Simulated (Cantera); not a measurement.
A closed system holds: 1 mol CaCO3, 0.65 mol O2, 1.2 mol CO2, equilibrated at 0.100 bar.

Method: chemical equilibrium by Gibbs-energy minimisation in Cantera with the NASA 1993 tables (ideal gas, pure condensed phases). Candidate condensed phases: C, Ca, CaCO3, CaO; 15 gas species. Rates play no part. All values below are at 1400 K.

Base state: CO2 0.772, O2 0.228 (mole fractions); condensed: CaO(s).

Question: What changes in the equilibrium state with this change: CaCO3 replaced by FeS2?

Answer: 
```
species       before    after
-----------  -------  -------
CO2            0.772    0.521
SO2                0    0.330
S2                 0   0.0849
O2             0.228    <1e-9
CO           5.01e-6   0.0588
S2O                0  0.00259
SO                 0  0.00236
CaO(s), mol     1.00        0
FeO(s), mol        0   0.0504
FeS(s), mol        0    0.950
```
Metal and sulfide melt together well below either melting point, which pure phases cannot show. Mutual solubility and eutectic melting of coexisting phases are not modelled. The tables' stoichiometric FeO is somewhat more stable than real wüstite, so its field is too wide. FeO, FeS: taken at fixed stoichiometry. Further candidate phases: Fe, Fe(CO)5, FeO, FeS, FeSO4, FeS2, Fe2O3, Fe2(SO4)3, Fe3O4, S.
